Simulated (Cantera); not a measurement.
An isothermal, constant-pressure homogeneous reactor starts with 11.2 % C₂H₆, 88.8 % N₂, at 1725 K and 97000 Pa.

Detailed kinetics in Cantera: GRI-Mech 3.0 (53 species, 325 reactions). GRI-Mech 3.0 stops at C3 and has no aromatics, soot or wall deposition, so with more carbon than oxygen in the feed, carbon stays in small species such as C2H2 where larger ones or solid carbon would form.

x: mole fraction; the columns are a selection and need not sum to one.

```json
[
 {"t (s)": "3.00e-5", "x C₂H₆": "0.0252", "x HCN": "9.42e-7", "x H": "0.000380", "x C₂H₂": "0.0114", "x H₂": "0.0599", "x C₂H": "4.53e-7"},
 {"t (s)": "0.000104", "x C₂H₆": "0.00125", "x HCN": "1.26e-6", "x H": "0.000212", "x C₂H₂": "0.0426", "x H₂": "0.102", "x C₂H": "5.54e-7"},
 {"t (s)": "0.000358", "x C₂H₆": "6.78e-5", "x HCN": "1.27e-6", "x H": "6.85e-5", "x C₂H₂": "0.0617", "x H₂": "0.122", "x C₂H": "2.18e-7"},
 {"t (s)": "0.00124", "x C₂H₆": "___", "x HCN": "1.26e-6", "x H": "5.50e-5", "x C₂H₂": "0.0736", "x H₂": "0.134", "x C₂H": "1.90e-7"},
 {"t (s)": "0.00428", "x C₂H₆": "2.49e-5", "x HCN": "1.28e-6", "x H": "5.89e-5", "x C₂H₂": "0.0779", "x H₂": "0.141", "x C₂H": "2.05e-7"},
 {"t (s)": "0.0148", "x C₂H₆": "1.46e-5", "x HCN": "1.34e-6", "x H": "6.36e-5", "x C₂H₂": "0.0811", "x H₂": "0.151", "x C₂H": "2.15e-7"},
 {"t (s)": "0.0510", "x C₂H₆": "4.45e-6", "x HCN": "1.48e-6", "x H": "7.14e-5", "x C₂H₂": "0.0857", "x H₂": "0.165", "x C₂H": "2.32e-7"},
 {"t (s)": "0.176", "x C₂H₆": "___", "x HCN": "___", "x H": "7.79e-5", "x C₂H₂": "0.0890", "x H₂": "0.176", "x C₂H": "2.47e-7"},
 {"t (s)": "0.609", "x C₂H₆": "2.40e-7", "x HCN": "2.08e-6", "x H": "8.03e-5", "x C₂H₂": "0.0901", "x H₂": "0.180", "x C₂H": "2.53e-7"},
 {"t (s)": "2.11", "x C₂H₆": "2.14e-7", "x HCN": "3.01e-6", "x H": "8.05e-5", "x C₂H₂": "0.0902", "x H₂": "0.180", "x C₂H": "2.54e-7"},
 {"t (s)": "7.27", "x C₂H₆": "2.14e-7", "x HCN": "6.42e-6", "x H": "8.05e-5", "x C₂H₂": "0.0902", "x H₂": "0.180", "x C₂H": "2.54e-7"},
 {"t (s)": "25.1", "x C₂H₆": "2.14e-7", "x HCN": "2.05e-5", "x H": "8.05e-5", "x C₂H₂": "0.0902", "x H₂": "0.180", "x C₂H": "2.53e-7"},
 {"t (s)": "86.8", "x C₂H₆": "2.14e-7", "x HCN": "8.15e-5", "x H": "8.05e-5", "x C₂H₂": "0.0902", "x H₂": "0.180", "x C₂H": "2.53e-7"},
 {"t (s)": "300", "x C₂H₆": "2.14e-7", "x HCN": "0.000310", "x H": "8.05e-5", "x C₂H₂": "0.0901", "x H₂": "0.180", "x C₂H": "2.53e-7"}
]
```

### Question
Some entries are withheld; supply them.

### Answer

- 0.00124, x C₂H₆: 2.95e-5
- 0.176, x C₂H₆: 7.68e-7
- 0.176, x HCN: 1.72e-6
